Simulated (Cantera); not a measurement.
## NO annealing gas

A perfectly stirred reactor is fed with 71.4 % NO, 28.6 % N2, at 0.132 atm; it is held at 1950 K, and followed from long to short residence time.

Model: GRI-Mech 3.0 (53 species, 325 reactions), integrated in Cantera.

```
τ (s)     x NO      x O2     x NO2   x N2     x N2O
-------  -----  --------  --------  -----  --------
1.4      0.542    0.0859  0.000238  0.372  0.000109
0.54     0.639    0.0372  0.000192  0.323  0.000160
0.21     0.684    0.0146  0.000145  0.300  0.000187
0.083    0.703   0.00558  0.000116  0.291  0.000196
0.033    0.710   0.00207   9.89e-5  0.288  0.000189
0.013    0.712  0.000692   8.51e-5  0.286  0.000165
0.0051   0.714  0.000187   6.61e-5  0.286  0.000122
0.0020   0.714   3.36e-5   3.83e-5  0.286   7.33e-5
0.00080  0.714   4.36e-6   1.43e-5  0.286   3.66e-5
0.00031  0.714   5.57e-7   3.62e-6  0.286   1.57e-5
0.00012  0.714   8.28e-8   7.24e-7  0.286   6.35e-6
```
x: mole fraction; the columns are a selection and need not sum to one.
